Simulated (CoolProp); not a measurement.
Properties of ethanol along the isotherm 620 K (Tc = 514.7 K, pc = 62.68 bar, ω = 0.644).

Computed with CoolProp (reference Helmholtz-energy equation of state, Schroeder 2014).

| p (bar) | phase | Joule-Thomson coefficient (K/MPa) | viscosity (µPa s) | conductivity (mW/(m K)) |
|---|---|---|---|---|
| 20.9 | gas | 4.357 | ? | ? |
| 41.8 | gas | ? | 19.1 | 61.5 |
| 62.7 | supercritical | 4.538 | 20.2 | 66.9 |
| 83.6 | supercritical | 4.639 | 21.7 | 73.4 |
| 104 | supercritical | 4.661 | 23.8 | 81.3 |
| 125 | supercritical | 4.462 | ? | 90.9 |
| 146 | supercritical | 3.943 | 31.0 | 101 |
| 167 | supercritical | 3.191 | 35.8 | 110 |
| 188 | supercritical | 2.446 | 40.5 | 117 |
| 209 | supercritical | 1.883 | 44.7 | 122 |
| 230 | supercritical | 1.497 | 48.4 | 126 |
| 251 | supercritical | 1.225 | 51.6 | 129 |
| 272 | supercritical | 1.026 | 54.5 | 131 |
| 293 | supercritical | 0.8711 | 57.2 | ? |
| 313 | supercritical | 0.7530 | 59.4 | 135 |

Task: Some entries are withheld; supply them.

Result: 
- 20.9, viscosity (µPa s): 18.5
- 20.9, conductivity (mW/(m K)): 57.1
- 41.8, Joule-Thomson coefficient (K/MPa): 4.436
- 125, viscosity (µPa s): 26.9
- 293, conductivity (mW/(m K)): 134

Viscosity comes from a separate model (Kiselev 2005). Thermal conductivity comes from a separate model (Assael 2013).
